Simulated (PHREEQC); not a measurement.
Solution (25 °C): 0.0023 mol HF, 0.026 mol H2SiF6, 0.00031 mol H3PO4 and 0.00077 mol HNO3 per kg of water. Closed to the air; pH follows from the charge balance.

Computed with PHREEQC (ion-association model, phreeqc.dat).

Each row changes one thing in this solution. This is a speciation only: nothing precipitates in the calculation.

```tsv
case	pH	ionic strength (mol/kgw)	SiF6-2 (mol/kgw)	HF (mol/kgw)	H4SiO4 (mol/kgw)	F- (mol/kgw)	SI of SiO2(a) (SiO2)
as made	1.37	0.0764	0.0251	0.00726	0.000853	0.000147	-0.35
HNO3 left out	1.37	0.0757	0.0251	0.00724	[?]	0.000149	-0.35
H3PO4 left out	1.37	0.0764	0.0251	0.00726	0.000853	0.000147	-0.35
HF from 0.0023 to 0.00345 mol/kgw	1.36	0.0769	0.0253	0.00752	0.000704	0.000151	-0.43
diluted 2-fold with water	1.66	0.0374	0.0122	0.00548	0.000757	0.000204	[?]
temperature from 25 to 90 °C	1.47	0.0608	0.0199	[?]	0.00610	0.000271	+0.07
temperature from 25 to 10 °C	1.36	0.0776	0.0255	[?]	0.000458	0.000127	-0.49
0.0038 mol/kgw KOH added	1.40	0.0765	0.0252	0.00711	0.000830	0.000155	-0.36
HF left out	1.37	0.0755	0.0248	0.00686	0.00117	0.000140	-0.21
```

Q: Complete the blanks.

A: 
- HNO3 left out, H4SiO4 (mol/kgw): 0.000849
- diluted 2-fold with water, SI of SiO2(a) (SiO2): -0.40
- temperature from 25 to 90 °C, HF (mol/kgw): 0.0386
- temperature from 25 to 10 °C, HF (mol/kgw): 0.00492

Some of these states are supersaturated (in Quartz (slow to form), Chalcedony (slow to form), SiO2(a), for instance). Away from 25 °C the constants follow the database's enthalpies or fits; those with neither stay at their 25 °C values. SiF6-2 is the database's only silicon fluoride.
